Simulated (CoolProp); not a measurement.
A simple Rankine cycle with R1233zd(E): condensing at 307.15 K, boiler at 0.526 MPa, turbine inlet 349.2 K, turbine efficiency 0.85, pump efficiency 0.7, no recuperator. Each further row changes one setting.

The numbers come from the reference Helmholtz-energy equation of state, Akasaka 2022 in CoolProp.

```json
[
 {"case": "as stated", "thermal efficiency (%)": "8.1", "net work (kJ/kg)": "___", "heat in (kJ/kg)": "215", "turbine exit temperature (K)": "320.9", "volume ratio over the turbine": "2.95"},
 {"case": "turbine inlet 369.2 K", "thermal efficiency (%)": "8.1", "net work (kJ/kg)": "18.9", "heat in (kJ/kg)": "___", "turbine exit temperature (K)": "341.2", "volume ratio over the turbine": "2.92"},
 {"case": "condensing temperature 299.15 K", "thermal efficiency (%)": "___", "net work (kJ/kg)": "___", "heat in (kJ/kg)": "225", "turbine exit temperature (K)": "314.5", "volume ratio over the turbine": "3.84"},
 {"case": "boiler pressure 0.368 MPa", "thermal efficiency (%)": "5.6", "net work (kJ/kg)": "___", "heat in (kJ/kg)": "219", "turbine exit temperature (K)": "330.9", "volume ratio over the turbine": "2.04"},
 {"case": "turbine efficiency 0.75", "thermal efficiency (%)": "7.1", "net work (kJ/kg)": "15.4", "heat in (kJ/kg)": "215", "turbine exit temperature (K)": "___", "volume ratio over the turbine": "___"}
]
```

Complete the blanks.


- as stated, net work (kJ/kg): 17.5
- turbine inlet 369.2 K, heat in (kJ/kg): 234
- condensing temperature 299.15 K, thermal efficiency (%): 9.7
- condensing temperature 299.15 K, net work (kJ/kg): 21.8
- boiler pressure 0.368 MPa, net work (kJ/kg): 12.3
- turbine efficiency 0.75, turbine exit temperature (K): 323.4
- turbine efficiency 0.75, volume ratio over the turbine: 2.98
